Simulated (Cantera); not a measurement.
An isothermal, constant-pressure homogeneous reactor starts with H₂ : O₂ : N₂ = 0.39 : 1 : 18 (molar parts), equivalence ratio 0.20, at 1275 K and 100.0 Torr.

Model: the H2/O2 subset of GRI-Mech 3.0, which has no nitrogen chemistry, integrated in Cantera.

x: mole fraction; the columns are a selection and need not sum to one.

```
t (s)         x H₂    x O₂    x HO₂      x OH       x H    x H₂O₂     x H₂O
--------  --------  ------  -------  --------  --------  --------  --------
7.00e-5     0.0201  0.0516  2.55e-9  7.15e-10   2.78e-9  2.58e-12   1.27e-9
0.000155    0.0201  0.0516  5.79e-9   3.83e-9   1.25e-8  1.22e-11   1.28e-8
0.000345    0.0201  0.0516      [?]       [?]       [?]  5.95e-11       [?]
0.000765    0.0199  0.0515  1.33e-6   3.32e-5  0.000103   3.67e-9  0.000156
0.00170    0.00129  0.0407  1.88e-6   0.00111   0.00648   1.31e-7    0.0151
0.00377   0.000882  0.0409  1.84e-6  0.000925   0.00368   1.35e-7    0.0170
0.00837   0.000449  0.0413  1.68e-6  0.000655   0.00121   1.34e-7    0.0189
0.0186    0.000134  0.0417  1.22e-6  0.000353  0.000185   9.37e-8    0.0199
0.0412         [?]  0.0419      [?]       [?]       [?]       [?]    0.0202
0.0915     5.58e-6  0.0419  1.74e-7   7.25e-5   1.58e-6   1.35e-8    0.0203
0.203      1.40e-6  0.0419  5.24e-8   3.69e-5   2.06e-7   4.48e-9    0.0203
0.451      4.33e-7  0.0419  1.77e-8   2.07e-5   3.64e-8   1.61e-9    0.0203
1.00       1.56e-7  0.0419  6.97e-9   1.25e-5   7.99e-9  6.29e-10    0.0203
```

Fill in the missing entries.


- 0.000345, x HO₂: 1.66e-8
- 0.000345, x OH: 6.98e-8
- 0.000345, x H: 2.18e-7
- 0.000345, x H₂O: 3.16e-7
- 0.0412, x H₂: 2.73e-5
- 0.0412, x HO₂: 5.58e-7
- 0.0412, x OH: 0.000159
- 0.0412, x H: 1.67e-5
- 0.0412, x H₂O₂: 4.06e-8
